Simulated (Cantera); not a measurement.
Cantera run, input and output.

```python
import numpy as np
import cantera as ct

gas = ct.Solution("h2o2.yaml")
gas.TPX = 1350, 1333, {'H2': 0.022, 'O2': 1, 'H2O': 0.0091}
inlet = ct.Reservoir(gas, clone=True)

reactor = ct.IdealGasConstPressureReactor(gas, energy="off", clone=False)
exhaust = ct.Reservoir(gas, clone=True)
tau = [0.53, 0.35, 0.23, 0.15, 0.1, 0.067, 0.044, 0.029, 0.019, 0.013, 0.0085][0]
for a, b in ((inlet, reactor), (reactor, exhaust)):
    ct.MassFlowController(a, b, mdot=lambda t: reactor.mass / tau)
net = ct.ReactorNet([reactor])
show = ['H2', 'O2', 'OH', 'H2O2', 'O', 'H', 'HO2']

rows = []
print(f"{'tau/s':>10s}{'T/K':>9s}" + "".join(f"{s:>11s}" for s in show))
for tau in [0.53, 0.35, 0.23, 0.15, 0.1, 0.067, 0.044, 0.029, 0.019, 0.013, 0.0085]:
    net.initial_time = 0.0
    net.advance(30 * tau)
    before = gas.X
    net.advance(40 * tau)
    drift = np.max(np.abs(gas.X - before) / (gas.X + 1e-9))
    rows.append([gas.T, *gas[show].X, drift])
    print(f"{tau:10.3e}{gas.T:9.1f}" + "".join(f"{x:11.3e}" for x in gas[show].X))
```

Result:

```
     tau/s      T/K         H2         O2         OH       H2O2          O          H        HO2
 5.300e-01   1350.0  1.079e-04  9.636e-01  1.619e-03  2.545e-08  5.048e-03  2.534e-04  7.145e-07
 3.500e-01   1350.0  1.349e-04  9.623e-01  1.799e-03  2.751e-08  6.227e-03  3.478e-04  7.978e-07
 2.300e-01   1350.0  1.677e-04  9.609e-01  1.983e-03  2.947e-08  7.561e-03  4.665e-04  8.803e-07
 1.500e-01   1350.0  2.077e-04  9.593e-01  2.169e-03  3.132e-08  9.008e-03  6.092e-04  9.598e-07
 1.000e-01   1350.0  2.532e-04  9.578e-01  2.337e-03  3.293e-08  1.039e-02  7.591e-04  1.029e-06
 6.700e-02   1350.0  3.080e-04  9.564e-01  2.494e-03  3.441e-08  1.167e-02  9.127e-04  1.090e-06
 4.400e-02   1350.0  3.807e-04  9.551e-01  2.646e-03  3.593e-08  1.285e-02  1.070e-03  1.146e-06
 2.900e-02   1350.0  4.762e-04  9.540e-01  2.789e-03  3.752e-08  1.378e-02  1.215e-03  1.195e-06
 1.900e-02   1350.0  6.098e-04  9.532e-01  2.931e-03  3.936e-08  1.444e-02  1.346e-03  1.240e-06
 1.300e-02   1350.0  7.773e-04  9.528e-01  3.066e-03  4.137e-08  1.479e-02  1.451e-03  1.278e-06
 8.500e-03   1350.0  1.044e-03  9.525e-01  3.232e-03  4.417e-08  1.490e-02  1.557e-03  1.322e-06
```

Model: the H2/O2 subset of GRI-Mech 3.0, which has no nitrogen chemistry, integrated in Cantera. Radical loss at walls, strong at low pressure, is not modelled.
